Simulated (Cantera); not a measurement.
## Premixed flame

A freely propagating, adiabatic, planar premixed flame of 20.4 % H2, 16.7 % O2, 62.9 % N2, equivalence ratio 0.61, unburnt at 400 K and 5.00 bar; mixture-averaged transport, grid criteria slope 0.08 and curve 0.16, no radiation.

Model: the H2/O2 subset of GRI-Mech 3.0, which has no nitrogen chemistry, integrated in Cantera. The hydrogen kinetics of GRI-Mech 3.0 are dated; newer H2 mechanisms differ, most at raised pressure. Burning velocities carry a grid error of a few per cent, more on coarse grids. Lean hydrogen flames are cellular in practice and burn faster than this planar one.

```json
[
 {"z (mm)": "-0.230", "T (K)": "400", "u (m/s)": "0.763", "x H2": "0.202", "x O2": "0.168", "x O": "<1e-8", "x HO2": "3.30e-8", "x OH": "<1e-8", "x H": "<1e-8"},
 {"z (mm)": "-0.153", "T (K)": "403", "u (m/s)": "0.761", "x H2": "0.194", "x O2": "0.169", "x O": "<1e-8", "x HO2": "5.19e-7", "x OH": "<1e-8", "x H": "<1e-8"},
 {"z (mm)": "-0.115", "T (K)": "410", "u (m/s)": "0.765", "x H2": "0.183", "x O2": "0.171", "x O": "<1e-8", "x HO2": "3.14e-6", "x OH": "<1e-8", "x H": "<1e-8"},
 {"z (mm)": "-0.0766", "T (K)": "452", "u (m/s)": "0.821", "x H2": "0.157", "x O2": "0.175", "x O": "4.90e-8", "x HO2": "3.30e-5", "x OH": "<1e-8", "x H": "<1e-8"},
 {"z (mm)": "-0.0383", "T (K)": "708", "u (m/s)": "1.23", "x H2": "0.101", "x O2": "0.168", "x O": "7.80e-6", "x HO2": "0.000482", "x OH": "1.38e-5", "x H": "6.79e-6"},
 {"z (mm)": "-0.0192", "T (K)": "1039", "u (m/s)": "1.79", "x H2": "0.0660", "x O2": "0.147", "x O": "0.000201", "x HO2": "0.000643", "x OH": "0.000359", "x H": "0.000367"},
 {"z (mm)": "0", "T (K)": "1382", "u (m/s)": "2.37", "x H2": "0.0343", "x O2": "0.117", "x O": "0.00129", "x HO2": "0.000356", "x OH": "0.00176", "x H": "0.00177"},
 {"z (mm)": "0.0192", "T (K)": "1602", "u (m/s)": "2.75", "x H2": "0.0150", "x O2": "0.0942", "x O": "0.00237", "x HO2": "0.000191", "x OH": "0.00400", "x H": "0.00241"},
 {"z (mm)": "0.0383", "T (K)": "1720", "u (m/s)": "2.95", "x H2": "0.00701", "x O2": "0.0839", "x O": "0.00241", "x HO2": "0.000113", "x OH": "0.00528", "x H": "0.00183"},
 {"z (mm)": "0.0766", "T (K)": "1819", "u (m/s)": "3.12", "x H2": "0.00252", "x O2": "0.0788", "x O": "0.00145", "x HO2": "4.98e-5", "x OH": "0.00501", "x H": "0.000687"},
 {"z (mm)": "0.153", "T (K)": "1870", "u (m/s)": "3.20", "x H2": "0.000752", "x O2": "0.0778", "x O": "0.000486", "x HO2": "1.60e-5", "x OH": "0.00320", "x H": "0.000124"},
 {"z (mm)": "0.307", "T (K)": "1887", "u (m/s)": "3.23", "x H2": "0.000189", "x O2": "0.0780", "x O": "0.000132", "x HO2": "4.70e-6", "x OH": "0.00173", "x H": "1.67e-5"},
 {"z (mm)": "0.613", "T (K)": "1892", "u (m/s)": "3.23", "x H2": "6.30e-5", "x O2": "0.0781", "x O": "4.96e-5", "x HO2": "2.26e-6", "x OH": "0.00108", "x H": "3.69e-6"}
]
```
x: mole fraction of selected species; z is measured from the peak of heat release.

The laminar burning velocity is 76.4 cm/s and the thermal thickness is 0.0766 mm. The peak x(O) is 0.00250 and the peak x(HO2) is 0.000697. The peak x(OH) is 0.00545 and the peak x(H) is 0.00242.
